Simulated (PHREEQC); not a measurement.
Make-up at 20 °C: 0.0096 mol/kgw Cu(NO3)2 and 0.21 mol/kgw KCl. Closed to the air; pH follows from the charge balance.

Model: ion-association model, wateq4f.dat, run in PHREEQC.

* **pH**: 4.96
* **ionic strength**: 0.236 mol/kgw
* **activity of water**: 0.992

| species | molality | activity | log γ |
|---|---|---|---|
| K+ | 0.210 | 0.147 | -0.154 |
| Cl- | 0.209 | 0.146 | -0.154 |
| NO3- | 0.0192 | 0.0131 | -0.166 |
| Cu+2 | 0.00839 | 0.00264 | -0.503 |
| CuCl+ | 0.00114 | 0.000809 | -0.150 |
| CuCl2 | 5.70e-5 | 6.02e-5 | 0.024 |
| H+ | 1.39e-5 | 1.10e-5 | -0.101 |
| Cu2(OH)2+2 | 4.88e-6 | 1.48e-6 | -0.518 |
| CuOH+ | 3.34e-6 | 2.37e-6 | -0.150 |
| Cu(OH)2 | 4.20e-7 | 4.44e-7 | 0.024 |
| CuCl3- | 4.03e-8 | 2.85e-8 | -0.150 |

Precipitation was switched off in this run. Saturation is exceeded, for instance for Atacamite; the values hold only as long as no solid forms. Species that the database lacks are ignored.
